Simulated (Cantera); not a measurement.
A perfectly stirred reactor is fed with 43.5 % CH4, 56.5 % CO2, at 100.0 Torr; it is held at 1423 K, and followed from long to short residence time.

Computed with Cantera and GRI-Mech 3.0 (53 species, 325 reactions).

Predict: x(CH4) at τ = 3.60 s; x(CO2) at τ = 3.60 s; x(OH) at τ = 3.60 s; x(H2) at τ = 3.60 s; x(CH4) at τ = 16.0 ms; x(CO2) at τ = 16.0 ms; x(H2) at τ = 16.0 ms.


| Property | Value |
|---|---|
| x(CH4) at τ = 3.60 s | 0.318 |
| x(CO2) at τ = 3.60 s | 0.472 |
| x(OH) at τ = 3.60 s | 2.87e-8 |
| x(H2) at τ = 3.60 s | 0.0736 |
| x(CH4) at τ = 16.0 ms | 0.434 |
| x(CO2) at τ = 16.0 ms | 0.565 |
| x(H2) at τ = 16.0 ms | 0.000215 |
